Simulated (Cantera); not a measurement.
# NO annealing gas

An isothermal, constant-pressure homogeneous reactor starts with NO : N₂ = 1 : 0.56 (molar parts), at 1775 K and 0.0263 atm.

Detailed kinetics in Cantera: GRI-Mech 3.0 (53 species, 325 reactions). Radical loss at walls, strong at low pressure, is not modelled.

```json
[
 {"t (s)": "0.000100", "x NO": "0.641", "x NO₂": "5.88e-10", "x O₂": "7.72e-11", "x O": "2.02e-7", "x N₂O": "2.02e-7", "x N₂": "0.359"},
 {"t (s)": "0.000303", "x NO": "0.641", "x NO₂": "5.37e-9", "x O₂": "7.08e-10", "x O": "6.08e-7", "x N₂O": "6.12e-7", "x N₂": "0.359"},
 {"t (s)": "0.000920", "x NO": "0.641", "x NO₂": "4.82e-8", "x O₂": "6.46e-9", "x O": "1.82e-6", "x N₂O": "1.85e-6", "x N₂": "0.359"},
 {"t (s)": "0.00279", "x NO": "0.641", "x NO₂": "4.16e-7", "x O₂": "5.91e-8", "x O": "5.31e-6", "x N₂O": "5.54e-6", "x N₂": "0.359"},
 {"t (s)": "0.00847", "x NO": "0.641", "x NO₂": "3.15e-6", "x O₂": "5.83e-7", "x O": "1.46e-5", "x N₂O": "1.62e-5", "x N₂": "0.359"},
 {"t (s)": "0.0257", "x NO": "0.641", "x NO₂": "1.62e-5", "x O₂": "7.65e-6", "x O": "3.56e-5", "x N₂O": "4.42e-5", "x N₂": "0.359"},
 {"t (s)": "0.0779", "x NO": "0.641", "x NO₂": "3.29e-5", "x O₂": "8.47e-5", "x O": "5.84e-5", "x N₂O": "9.83e-5", "x N₂": "0.359"},
 {"t (s)": "0.236", "x NO": "0.640", "x NO₂": "3.73e-5", "x O₂": "0.000442", "x O": "6.73e-5", "x N₂O": "0.000143", "x N₂": "0.359"},
 {"t (s)": "0.717", "x NO": "0.638", "x NO₂": "4.12e-5", "x O₂": "0.00162", "x O": "7.16e-5", "x N₂O": "0.000147", "x N₂": "0.361"},
 {"t (s)": "2.17", "x NO": "0.630", "x NO₂": "5.08e-5", "x O₂": "0.00521", "x O": "8.09e-5", "x N₂O": "0.000142", "x N₂": "0.364"},
 {"t (s)": "6.59", "x NO": "0.608", "x NO₂": "7.27e-5", "x O₂": "0.0161", "x O": "0.000103", "x N₂O": "0.000128", "x N₂": "0.375"},
 {"t (s)": "20.0", "x NO": "0.544", "x NO₂": "0.000108", "x O₂": "0.0482", "x O": "0.000149", "x N₂O": "9.68e-5", "x N₂": "0.407"}
]
```
x: mole fraction; the columns are a selection and need not sum to one.

Equilibrium at this temperature and pressure: NO 0.00437, NO₂ 2.32e-6, O₂ 0.318, O 0.000333, N₂O 3.82e-8, N₂ 0.677 (gas phase only).
